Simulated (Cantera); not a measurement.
## Equilibrium for metals in furnace atmospheres: Fe + CO2 + N2

Charge: 1 mol Fe, a varied amount of CO2, 3.6 mol N2, equilibrated at 1450 K and 0.770 bar.

Equilibrium computed with Cantera from the NASA thermochemical tables; the gas is ideal and each condensed phase is pure. Candidate condensed phases: C, Fe, Fe(CO)5, FeO, Fe2O3, Fe3O4; 27 gas species. Mutual solubility and eutectic melting of coexisting phases are not modelled. The tables' stoichiometric FeO is somewhat more stable than real wüstite, so its field is too wide. FeO: taken at fixed stoichiometry. Rates play no part.

From 0.048 mol CO2 to 0.64 mol CO2 the condensed part is Fe(γ) + FeO(s). From 1.2 mol CO2 to 16 mol CO2 the condensed part is FeO(s).

| n(CO2) (mol) | log p N2 | log p CO2 | log p CO | log p Fe | log p NO | log p O2 | n Fe(γ) | n FeO(s) |
|---|---|---|---|---|---|---|---|---|
| 0.048 | -0.12 | -2.84 | -2.06 | -7.30 | -9.12 | <-12 | 0.959 | 0.0411 |
| 0.091 | -0.12 | -2.57 | -1.79 | -7.30 | -9.12 | <-12 | 0.922 | 0.0780 |
| 0.17 | -0.13 | -2.30 | -1.53 | -7.30 | -9.12 | <-12 | 0.854 | 0.146 |
| 0.33 | -0.15 | -2.03 | -1.26 | -7.30 | -9.13 | <-12 | 0.717 | 0.283 |
| 0.64 | -0.18 | -1.78 | -1.00 | -7.30 | -9.15 | <-12 | 0.452 | 0.548 |
| 1.2 | -0.24 | -1.49 | -0.79 | -7.38 | -9.10 | <-12 | 0 | 1.00 |
| 2.3 | -0.33 | -0.77 | -0.88 | -8.19 | -8.33 | -11.07 | 0 | 1.00 |
| 4.4 | -0.46 | -0.49 | -1.02 | -8.61 | -7.98 | -10.23 | 0 | 1.00 |
| 8.5 | -0.64 | -0.32 | -1.20 | -8.95 | -7.72 | -9.54 | 0 | 1.00 |
| 16 | -0.85 | -0.23 | -1.41 | -9.26 | -7.53 | -8.94 | 0 | 1.00 |
log p: log10 of the partial pressure in bar; n: condensed amount in mol.
